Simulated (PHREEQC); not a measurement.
A PHREEQC input (ion-association model, wateq4f.dat):

```
SOLUTION 1
  temp 40
  units mg/kgw
  pH 6.62 charge
  pe 10.4
  Na 0.417
  K 39.7
  Ca 45.8
  Mg 7.94
  Cl 28.2
  S(6) 118 as SO4
  Alkalinity 42.3 as HCO3
  Sr 1.37
END
USE solution 1
EQUILIBRIUM_PHASES 1
  Gypsum 0 0
  Quartz 0 0.5
  CO2(g) -2.5 10
END
```

It stops with these messages:

```
ERROR: pH adustment cannot attain charge balance when alkalinity is fixed.
ERROR: Program terminating due to input errors.
```

The fault: pH asked from the charge balance while alkalinity is fixed. The line should read `pH 6.62` where the input has `pH 6.62 charge`. With the mend the run ends at pH 7.22 and ionic strength 0.00595 mol/kgw.
